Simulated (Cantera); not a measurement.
## Low-pressure radical oxidation in H2/O2

An isothermal, constant-pressure homogeneous reactor starts with 31.5 % H2, 68.5 % O2, equivalence ratio 0.23, at 925 K and 0.0267 bar.

Cantera simulation using GRI-Mech 3.0 (53 species, 325 reactions); the numbers are that mechanism's predictions, not measurements. Radical loss at walls, strong at low pressure, is not modelled. Below about 950 K walls govern HO2 and H2O2 in real vessels. The temperature is held fixed by assumption; the heat of reaction is taken as removed at once.

```tsv
t (s)	x H2	x O2	x OH	x HO2	x H2O
6.00e-6	0.315	0.685	<1e-12	2.73e-12	<1e-12
1.81e-5	0.315	0.685	<1e-12	8.24e-12	<1e-12
5.43e-5	0.315	0.685	1.43e-12	2.50e-11	3.44e-12
0.000164	0.315	0.685	7.92e-12	7.75e-11	5.44e-11
0.000492	0.315	0.685	1.20e-10	3.04e-10	1.65e-9
0.00148	0.315	0.685	1.35e-7	9.96e-8	2.10e-6
0.00446	0.0261	0.614	0.00467	5.09e-5	0.313
0.0134	0.00216	0.626	0.000279	2.36e-5	0.371
0.0404	0.000515	0.626	9.95e-5	8.97e-6	0.373
0.122	8.80e-5	0.626	4.44e-5	2.21e-6	0.374
0.366	8.94e-6	0.626	1.89e-5	3.16e-7	0.374
1.10	5.62e-7	0.626	7.87e-6	4.13e-8	0.374
3.31	2.62e-8	0.626	3.64e-6	8.00e-9	0.374
9.97	3.36e-9	0.626	1.88e-6	2.23e-9	0.374
30.0	8.93e-10	0.626	1.03e-6	7.44e-10	0.374
```
x: mole fraction; the columns are a selection and need not sum to one.

Equilibrium at this temperature and pressure: H2 2.28e-11, O2 0.626, OH 1.49e-7, HO2 4.51e-10, H2O 0.374 (gas phase only).
